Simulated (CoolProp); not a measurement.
Vapour-liquid equilibrium of R134a (1) + R236FA (2) at 22.65 °C; x and y are mole fractions of (1).

Values from CoolProp's multi-fluid Helmholtz-energy mixture model, Tillner-Roth 1994 and Pan 2012; pair parameters Bell 2016.

```
x      bubble pressure, mixture model (bar)  bubble pressure, Raoult's law (bar)  y, mixture model  y, Raoult's law
-----  ------------------------------------  -----------------------------------  ----------------  ---------------
0.05                                  2.682                                2.697             0.104            0.115
0.125                                 2.939                                2.973             0.239            0.261
0.2                                   3.198                                3.250             0.354            0.382
0.275                                 3.460                                3.526             0.454            0.483
0.35                                  3.725                                3.803             0.541            0.571
0.425                                 3.994                                4.080             0.617            0.646
0.5                                   4.267                                4.356             0.686            0.712
0.575                                 4.545                                4.633             0.747            0.770
0.65                                  4.827                                4.909             0.802            0.821
0.725                                 5.113                                5.186             0.852            0.867
0.8                                   5.404                                5.463             0.897            0.908
0.875                                 5.699                                5.739             0.939            0.945
0.95                                  5.998                                6.016             0.977            0.979
```

The largest gap from Raoult's law is -2.1 % in bubble pressure, at x = 0.425. No azeotrope shows between x = 0.05 and 0.95.

Pair parameters are fitted to limited data, so mixtures are less certain than the pure fluids.
